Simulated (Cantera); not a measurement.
A perfectly stirred reactor is fed with CH₄ : O₂ : N₂ = 1 : 1.43 : 5.37 (molar parts), equivalence ratio 1.4, at 5.00 bar; it is adiabatic with a 648 K inlet, and is followed from long to short residence time, starting on the burning branch (τ in s: 0.037, 0.022, 0.014, 0.0083, 0.0051, 0.0031, 0.0019, 0.0011, 0.0007, 0.00043, 0.00026, 0.00016, 9.6e-05).

Cantera simulation using GRI-Mech 3.0 (53 species, 325 reactions); the numbers are that mechanism's predictions, not measurements.

Q: What does this change do: pressure from 5.00 bar to 1.01 bar?

A: 
| quantity | before | after |
|---|---|---|
| blow-out, bracketed by the residence times tried | burning at 96.0 µs, the shortest tried | burning at 0.160 ms, out at 96.0 µs |
| x(CH₄) at τ = 37.0 ms | 9.67e-5 | 3.88e-5 |
| x(O₂) at τ = 37.0 ms | 5.95e-5 | 0.000146 |
| x(C₂H₂) at τ = 37.0 ms | 3.21e-6 | 8.26e-7 |
| x(C₂H₄) at τ = 37.0 ms | 5.94e-8 | 2.91e-8 |
| x(HO₂) at τ = 37.0 ms | 2.28e-8 | 4.71e-8 |
| x(CH₄) at τ = 1.90 ms | 0.000798 | 0.000206 |
| x(O₂) at τ = 1.90 ms | 0.000770 | 0.00108 |
| x(C₂H₂) at τ = 1.90 ms | 0.000185 | 1.60e-5 |
| x(C₂H₄) at τ = 1.90 ms | 5.65e-6 | 9.14e-7 |
| x(HO₂) at τ = 1.90 ms | 3.21e-7 | 3.57e-7 |

Q: What does this change do: N2 5.37 to 8.3 parts?

A: 
```
quantity                                                                          before                                after
------------------------------------------------  --------------------------------------  -----------------------------------
blow-out, bracketed by the residence times tried  burning at 96.0 µs, the shortest tried  burning at 1.10 ms, out at 0.700 ms
x(CH₄) at τ = 37.0 ms                                                            9.67e-5                              0.00291
x(O₂) at τ = 37.0 ms                                                             5.95e-5                             0.000552
x(C₂H₂) at τ = 37.0 ms                                                           3.21e-6                              0.00133
x(C₂H₄) at τ = 37.0 ms                                                           5.94e-8                              2.83e-5
x(HO₂) at τ = 37.0 ms                                                            2.28e-8                              1.55e-7
x(CH₄) at τ = 1.90 ms                                                           0.000798                              0.00610
x(O₂) at τ = 1.90 ms                                                            0.000770                              0.00581
x(C₂H₂) at τ = 1.90 ms                                                          0.000185                              0.00210
x(C₂H₄) at τ = 1.90 ms                                                           5.65e-6                             0.000302
x(HO₂) at τ = 1.90 ms                                                            3.21e-7                              3.00e-6
```

Q: What does this change do: inlet temperature 648 to 325 K?

A: 
```csv
quantity,before,after
"blow-out, bracketed by the residence times tried","burning at 96.0 µs, the shortest tried","burning at 0.430 ms, out at 0.260 ms"
x(CH₄) at τ = 37.0 ms,9.67e-5,0.00155
x(O₂) at τ = 37.0 ms,5.95e-5,0.000264
x(C₂H₂) at τ = 37.0 ms,3.21e-6,0.000478
x(C₂H₄) at τ = 37.0 ms,5.94e-8,6.76e-6
x(HO₂) at τ = 37.0 ms,2.28e-8,7.90e-8
x(CH₄) at τ = 1.90 ms,0.000798,0.00491
x(O₂) at τ = 1.90 ms,0.000770,0.00329
x(C₂H₂) at τ = 1.90 ms,0.000185,0.00224
x(C₂H₄) at τ = 1.90 ms,5.65e-6,0.000129
x(HO₂) at τ = 1.90 ms,3.21e-7,1.43e-6
```
